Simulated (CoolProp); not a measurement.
Vapour-liquid equilibrium of CH2F2 (R32) (1) + R143a (2) at 1.26 MPa; x and y are mole fractions of (1).

The numbers come from the multi-fluid Helmholtz-energy mixture model, Tillner-Roth 1997 and Lemmon and Jacobsen 2000; pair parameters Bell 2016 in CoolProp.

```json
[
 {"x": "0.05", "bubble temperature (K)": "296.9", "y at the bubble point": "0.071", "dew temperature at overall composition x (K)": "…", "liquid density (mol/L)": "11.35"},
 {"x": "0.125", "bubble temperature (K)": "295.3", "y at the bubble point": "0.168", "dew temperature at overall composition x (K)": "296.0", "liquid density (mol/L)": "11.78"},
 {"x": "0.2", "bubble temperature (K)": "293.8", "y at the bubble point": "0.258", "dew temperature at overall composition x (K)": "294.7", "liquid density (mol/L)": "…"},
 {"x": "0.275", "bubble temperature (K)": "292.6", "y at the bubble point": "0.340", "dew temperature at overall composition x (K)": "293.5", "liquid density (mol/L)": "12.71"},
 {"x": "0.35", "bubble temperature (K)": "291.5", "y at the bubble point": "0.416", "dew temperature at overall composition x (K)": "292.4", "liquid density (mol/L)": "13.21"},
 {"x": "0.425", "bubble temperature (K)": "290.5", "y at the bubble point": "0.488", "dew temperature at overall composition x (K)": "291.4", "liquid density (mol/L)": "13.74"},
 {"x": "0.5", "bubble temperature (K)": "289.7", "y at the bubble point": "0.555", "dew temperature at overall composition x (K)": "290.4", "liquid density (mol/L)": "14.31"},
 {"x": "0.575", "bubble temperature (K)": "…", "y at the bubble point": "0.621", "dew temperature at overall composition x (K)": "289.5", "liquid density (mol/L)": "14.91"},
 {"x": "0.65", "bubble temperature (K)": "288.5", "y at the bubble point": "0.685", "dew temperature at overall composition x (K)": "288.8", "liquid density (mol/L)": "15.56"},
 {"x": "0.725", "bubble temperature (K)": "288.1", "y at the bubble point": "0.748", "dew temperature at overall composition x (K)": "288.2", "liquid density (mol/L)": "16.25"},
 {"x": "0.8", "bubble temperature (K)": "287.8", "y at the bubble point": "…", "dew temperature at overall composition x (K)": "287.8", "liquid density (mol/L)": "16.99"},
 {"x": "0.875", "bubble temperature (K)": "287.6", "y at the bubble point": "0.879", "dew temperature at overall composition x (K)": "287.6", "liquid density (mol/L)": "…"},
 {"x": "0.95", "bubble temperature (K)": "287.5", "y at the bubble point": "0.950", "dew temperature at overall composition x (K)": "287.5", "liquid density (mol/L)": "18.66"}
]
```

Task: Complete the blanks.

Result: 
- 0.05, dew temperature at overall composition x (K): 297.2
- 0.2, liquid density (mol/L): 12.23
- 0.575, bubble temperature (K): 289.1
- 0.8, y at the bubble point: 0.813
- 0.875, liquid density (mol/L): 17.80

y crosses x between x = 0.875 and 0.95: the model has an azeotrope there.

The pair parameters rest on a limited set of measurements; away from them the model extrapolates.
